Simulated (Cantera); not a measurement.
An isothermal, constant-pressure homogeneous reactor starts with H₂ : O₂ : N₂ = 0.14 : 1 : 0.13 (molar parts), at 1275 K and 0.00250 bar.

Model: GRI-Mech 3.0 (53 species, 325 reactions), integrated in Cantera. Radical loss at walls, strong at low pressure, is not modelled. The temperature is held fixed by assumption; the heat of reaction is taken as removed at once.

x: mole fraction; the columns are a selection and need not sum to one.

| t (s) | x H₂ | x O₂ | x NO₂ | x NO | x H | x O | x OH |
|---|---|---|---|---|---|---|---|
| 0.000200 | 0.110 | 0.787 | <1e-12 | <1e-12 | 9.12e-9 | 4.02e-9 | 3.42e-9 |
| 0.000646 | 0.110 | 0.787 | <1e-12 | <1e-12 | 4.26e-8 | 3.79e-8 | 2.76e-8 |
| 0.00209 | 0.110 | 0.787 | <1e-12 | <1e-12 | (withheld) | (withheld) | (withheld) |
| 0.00674 | 0.0291 | 0.734 | <1e-12 | 4.84e-10 | 0.0281 | 0.0329 | 0.0121 |
| 0.0218 | 0.00365 | 0.711 | <1e-12 | 2.31e-8 | 0.0277 | 0.0586 | 0.00790 |
| 0.0704 | 0.00347 | 0.715 | <1e-12 | 9.13e-8 | 0.0252 | 0.0549 | 0.00773 |
| 0.227 | (withheld) | 0.726 | <1e-12 | (withheld) | (withheld) | (withheld) | 0.00717 |
| 0.734 | 0.00168 | 0.749 | 2.89e-12 | 4.67e-7 | 0.00745 | 0.0239 | 0.00550 |
| 2.37 | 0.000393 | 0.769 | 1.02e-11 | 5.42e-7 | 0.000795 | 0.00534 | 0.00269 |
| 7.67 | 4.63e-5 | 0.774 | 3.70e-11 | 5.49e-7 | 3.16e-5 | 0.000622 | 0.000928 |
| 24.8 | 5.91e-6 | 0.775 | 7.12e-11 | 5.50e-7 | 1.44e-6 | 7.93e-5 | 0.000332 |
| 80.0 | 1.04e-6 | 0.775 | 1.35e-10 | 5.50e-7 | 1.07e-7 | 1.40e-5 | 0.000139 |

Some entries are withheld; supply them.


- 0.00209, x H: 1.85e-6
- 0.00209, x O: 1.95e-6
- 0.00209, x OH: 1.35e-6
- 0.227, x H₂: 0.00294
- 0.227, x NO: 2.54e-7
- 0.227, x H: 0.0188
- 0.227, x O: 0.0447
